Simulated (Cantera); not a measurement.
Feed: 1 mol MgO, 0.3 mol SO2, 0.46 mol H2O, at 1173 K and 14.3 Torr.

Method: chemical equilibrium by Gibbs-energy minimisation in Cantera with the NASA 1993 tables (ideal gas, pure condensed phases). Candidate condensed phases: H2O, H2SO4, Mg, MgO, Mg(OH)2, MgS, MgSO4, S; 26 gas species. The numbers say what is thermodynamically allowed, not how fast it happens.

Base state: H2O 0.605, SO2 0.395, H2 2.48e-5, SO3 2.22e-5 (mole fractions); condensed: MgO(s).

Task: What changes in the equilibrium state with this change: MgO replaced by FeS2?

Result: 
```json
[
 {"species": "S2", "before": "<1e-9", "after": "0.369"},
 {"species": "H2O", "before": "0.605", "after": "0.323"},
 {"species": "SO2", "before": "0.395", "after": "0.259"},
 {"species": "H2S", "before": "<1e-9", "after": "0.0305"},
 {"species": "H2", "before": "2.48e-5", "after": "0.0133"},
 {"species": "S2O", "before": "<1e-9", "after": "0.00486"},
 {"species": "SH", "before": "<1e-9", "after": "0.000215"},
 {"species": "SO3", "before": "2.22e-5", "after": "1.45e-8"},
 {"species": "MgO(s), mol", "before": "1.00", "after": "0"},
 {"species": "FeS(s), mol", "before": "0", "after": "1.00"}
]
```
FeS: taken at fixed stoichiometry. Gases not in the tables: S3 to S7. Further candidate phases: Fe, FeO, Fe(OH)2, Fe(OH)3, FeS, FeSO4, FeS2, Fe2O3, Fe2(SO4)3, Fe3O4.
